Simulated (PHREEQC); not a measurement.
Model water analysis in mmol/kgw, 25 °C, pH 6.68, pe 12.8:

```tsv
constituent	mmol/kgw
Na	8.62
K	5.45
Ca	0.466
Mg	0.126
Cl	5.46
S(6)	2.18
Alkalinity (meq/kgw)	6.04
Si	0.421
Br	0.00337
Sr	0.0643
B	0.327
F	0.0048
```

Valence states are taken as typed.

Model: ion-association model, wateq4f.dat, run in PHREEQC.

This is a speciation only: nothing precipitates in the calculation.

Task: Order these Mg species by the share of Mg that they hold, largest first: MgSO4, Mg+2, MgHCO3+.

Result: Mg+2 (82 %), MgSO4 (14 %), MgHCO3+ (3.5 %)

Task: Order these C species by the share of C that they hold, largest first: CO2, CaHCO3+, NaHCO3, HCO3-.

Result: HCO3- (70 %), CO2 (29 %), NaHCO3 (0.26 %), CaHCO3+ (0.21 %)

The pH is 6.68 and the ionic strength 0.0179 mol/kgw. Examples of supersaturated solids here: Quartz (slow to form), Chalcedony (slow to form). Others may be too. SiF6-2 is the database's only silicon fluoride. Real BF4- forms and hydrolyses slowly; the run takes it at equilibrium.
